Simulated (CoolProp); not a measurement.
Hexamethyldisiloxane (MM) at several states: Z from the reference equation and from simpler models built on Tc = 245.6 °C, pc = 1.931 MPa, ω = 0.418; each cubic takes its own stable root.

Model: reference Helmholtz-energy equation of state, Thol 2016, in CoolProp.

| T (°C) | p (MPa) | phase | reference | van der Waals | Redlich-Kwong | Soave-Redlich-Kwong | Peng-Robinson |
|---|---|---|---|---|---|---|---|
| -39.05 | 0.0792 | liquid | 0.008004 | 0.01350 | 0.009071 | 0.008787 | 0.007831 |
| 221.25 | 3.88 | liquid | 0.2932 | 0.4269 | 0.3337 | 0.3244 | 0.2895 |
| 196.45 | 1.28 | liquid | 0.09917 | 0.6265 | 0.1222 | 0.1124 | 0.09932 |
| -14.25 | 1.76 | liquid | 0.1655 | 0.2749 | 0.1864 | 0.1799 | 0.1602 |

At some of these states van der Waals gives the other phase, because its saturation line lies elsewhere.
